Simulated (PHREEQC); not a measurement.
Make-up at 20 °C: 1.2 mol/kgw H2SO4 and 0.41 mol/kgw MgSO4. Closed to the air; pH follows from the charge balance.

All values are PHREEQC results (Pitzer model, pitzer.dat), not measurements.

```tsv
quantity	before	after
pH	-0.23	0.28
ionic strength (mol/kgw)	3.04	2.21
SO4-2 (mol/kgw)	0.507	0.398
SI of Epsomite (MgSO4:7H2O)	-1.14	-1.13
SI of Hexahydrite (MgSO4:6H2O)	-1.44	-1.45
```

Question: Which change was made?
A. temperature from 20 to 55 °C
B. MgSO4 from 0.41 to 2.05 mol/kgw
C. H2SO4 from 1.2 to 0.6 mol/kgw
D. H2SO4 left out
E. diluted 100-fold with water

Answer: C, H2SO4 from 1.2 to 0.6 mol/kgw

Precipitation was switched off in this run. In brines, pH and single-ion activities rest on the MacInnes convention.
